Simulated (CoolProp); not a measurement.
Ethylene at several states: fugacity coefficient from the reference equation and from simpler models built on Tc = 9.2 °C, pc = 5042 kPa, ω = 0.087; each cubic takes its own stable root.

Model: reference Helmholtz-energy equation of state, Smukala 2000, in CoolProp.

```tsv
T (°C)	p (kPa)	phase	reference	Redlich-Kwong	Peng-Robinson
33.15	179	gas	0.9907	0.9905	0.9894
-103.85	438	liquid	0.2256	0.2303	?
67.55	366	gas	0.9865	0.9859	0.9842
86.95	18300	supercritical	?	0.5803	0.5637
32.25	18	gas	0.9991	0.9990	0.9989
-108.35	2110	liquid	0.03806	0.03834	?
```

Question: Complete the blanks.

Answer: 
- -103.85, Peng-Robinson: 0.2293
- 86.95, reference: 0.5836
- -108.35, Peng-Robinson: 0.03865
